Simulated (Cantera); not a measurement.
Input: 1 mol Si, 0.85 mol Cl2, a varied amount of H2, held at 1048.15 K and 370000 Pa.

Equilibrium computed with Cantera from the NASA thermochemical tables; the gas is ideal and each condensed phase is pure. Candidate condensed phases: Si; 19 gas species. The tables' values for SiCl3 are old estimates; treat these amounts as uncertain. Equilibrium is a limit: real reactors are often held back by kinetics, nucleation or transport.

x: gas mole fraction; n: condensed amount in mol.

```json
[
 {"n(H2) (mol)": "0.93", "x H2": "0.634", "x SiCl4": "0.226", "x SiHCl3": "0.117", "x HCl": "0.0126", "x SiH2Cl2": "0.00687", "x SiCl3": "0.00240", "n Si(s)": "0.535"},
 {"n(H2) (mol)": "3.2", "x H2": "0.856", "x SiCl4": "?", "x SiHCl3": "?", "x HCl": "?", "x SiH2Cl2": "?", "x SiCl3": "0.000996", "n Si(s)": "0.523"},
 {"n(H2) (mol)": "5.5", "x H2": "0.909", "x SiCl4": "0.0391", "x SiHCl3": "0.0375", "x HCl": "0.00970", "x SiH2Cl2": "0.00409", "x SiCl3": "0.000642", "n Si(s)": "0.520"},
 {"n(H2) (mol)": "7.7", "x H2": "0.931", "x SiCl4": "?", "x SiHCl3": "?", "x HCl": "0.00894", "x SiH2Cl2": "?", "x SiCl3": "0.000483", "n Si(s)": "0.519"},
 {"n(H2) (mol)": "10", "x H2": "0.945", "x SiCl4": "0.0198", "x SiHCl3": "0.0229", "x HCl": "0.00835", "x SiH2Cl2": "0.00303", "x SiCl3": "0.000385", "n Si(s)": "0.519"},
 {"n(H2) (mol)": "12", "x H2": "0.953", "x SiCl4": "0.0160", "x SiHCl3": "0.0196", "x HCl": "0.00794", "x SiH2Cl2": "0.00274", "x SiCl3": "0.000328", "n Si(s)": "0.519"},
 {"n(H2) (mol)": "15", "x H2": "0.961", "x SiCl4": "0.0122", "x SiHCl3": "0.0161", "x HCl": "0.00746", "x SiH2Cl2": "0.00242", "x SiCl3": "0.000268", "n Si(s)": "0.520"}
]
```

**Question.** What belongs in the gaps?

**Answer.** 
- 3.2, x SiCl4: 0.0703
- 3.2, x SiHCl3: 0.0565
- 3.2, x HCl: 0.0109
- 3.2, x SiH2Cl2: 0.00517
- 7.7, x SiCl4: 0.0268
- 7.7, x SiHCl3: 0.0286
- 7.7, x SiH2Cl2: 0.00347
